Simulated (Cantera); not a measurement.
**Oxide etching and cleaning by halides: CaO + HF**

Input: 1 mol CaO, 27 mol HF.

Cantera equilibrium calculation (NASA polynomials, part measured and part estimated; ideal gas, pure solids and liquids). Candidate condensed phases: Ca, CaF2, CaO, Ca(OH)2, H2O; 29 gas species. Kinetics and transport are ignored.

Task: Map the stable condensed phases over T = 725, 800, 875, 950, 1025, 1100, 1175, 1250, 1325 °C and P in Pa = 1, 4.2, 18, 75, 320, 1300, 5600, 24000, 100000.

Result: 
```
T in °C \ P in Pa
              1    4.2     18     75    320   1300   5600  24000 100000
   1325       A      A      A      B      B      B      B      B      B
   1250       A      A      B      B      B      B      B      B      B
   1175       A      B      B      B      B      B      B      B      B
   1100       B      B      B      B      B      B      B      B      B
   1025       B      B      B      B      B      B      B      B      B
    950       B      B      B      B      B      B      B      B      B
    875       B      B      B      B      B      B      B      B      B
    800       B      B      B      B      B      B      B      B      B
    725       B      B      B      B      B      B      B      B      B
```
A: gas only; B: CaF2.
